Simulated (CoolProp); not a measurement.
1000 sccm (0 °C, 1 atm) of nitrogen bubbles through liquid toluene at 318.5 K and leaves saturated at a total pressure of 0.0777 MPa (ideal gas phase). Each further row changes one setting.

The numbers come from the reference Helmholtz-energy equation of state, Lemmon 2006 in CoolProp. It is a short technical equation, of lower accuracy than the large ones.

```tsv
case	vapour pressure (kPa)	mole fraction of vapour	delivery (mg/min)	delivery (sccm)	change of delivery for a bath 1 K warmer (%)
as stated	10.0	0.129	610	148	5.2
bath temperature 323.5 K	12.5	0.161	786	191	5.2
total pressure 0.155 MPa	10.0	0.0648	285	69.3	4.8
```
